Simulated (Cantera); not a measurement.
Charge: 1 mol Ta₂O₅, 4 mol C, 1.6 mol H₂, equilibrated at 5.00 mbar.

Cantera equilibrium calculation (NASA polynomials, part measured and part estimated; ideal gas, pure solids and liquids). Candidate condensed phases: C, C₆H₆, C₇H₈, C₈H₁₈, H₂O, Ta, TaC, Ta₂O₅; 113 gas species. Mutual solubility and eutectic melting of coexisting phases are not modelled. TaC: taken at fixed stoichiometry. Condensed phases not in the tables: Ta₂C. The numbers say what is thermodynamically allowed, not how fast it happens.

### Question
At 1273 K, list the 4 most abundant gas species with their mole fractions, and the condensed phases.

### Answer
CO 0.641, H₂ 0.359, CO₂ 0.000264, H₂O 0.000245. Condensed: TaC(s) + Ta₂O₅(s).
